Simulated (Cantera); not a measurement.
**Cu + F2 + H2 (aluminium and copper etching)**

Input: 1 mol Cu, 1.2 mol F2, 38 mol H2, equilibrated at 50.0 mbar.

Cantera equilibrium calculation (NASA polynomials, part measured and part estimated; ideal gas, pure solids and liquids). Candidate condensed phases: Cu, CuF2; 15 gas species. Rates play no part.

From 227 °C to 1027 °C the condensed part is Cu(s). At 1127 °C the condensed part is Cu(l).

| T (°C) | x H2 | x HF | x Cu | x H | x CuF | x H2F2 | n Cu(s) | n Cu(l) |
|---|---|---|---|---|---|---|---|---|
| 227 | 0.939 | 0.0612 | <1e-12 | <1e-12 | <1e-12 | 2.59e-7 | 1.00 | 0 |
| 327 | 0.939 | 0.0612 | <1e-12 | <1e-12 | <1e-12 | 7.92e-8 | 1.00 | 0 |
| 427 | 0.939 | 0.0612 | <1e-12 | <1e-12 | <1e-12 | 3.38e-8 | 1.00 | 0 |
| 527 | 0.939 | 0.0612 | <1e-12 | 1.26e-11 | <1e-12 | 1.79e-8 | 1.00 | 0 |
| 627 | 0.939 | 0.0612 | 3.60e-12 | 5.07e-10 | 4.79e-12 | 1.09e-8 | 1.00 | 0 |
| 727 | 0.939 | 0.0612 | 3.12e-10 | 9.83e-9 | 1.48e-10 | 7.38e-9 | 1.00 | 0 |
| 827 | 0.939 | 0.0612 | 1.19e-8 | 1.12e-7 | 2.43e-9 | 5.38e-9 | 1.000 | 0 |
| 927 | 0.939 | 0.0612 | 2.46e-7 | 8.55e-7 | 2.49e-8 | 4.16e-9 | 1.000 | 0 |
| 1027 | 0.939 | 0.0612 | 3.16e-6 | 4.79e-6 | 1.77e-7 | 3.36e-9 | 1.000 | 0 |
| 1127 | 0.939 | 0.0612 | 2.70e-5 | 2.11e-5 | 9.14e-7 | 2.80e-9 | 0 | 0.999 |
x: gas mole fraction; n: condensed amount in mol.
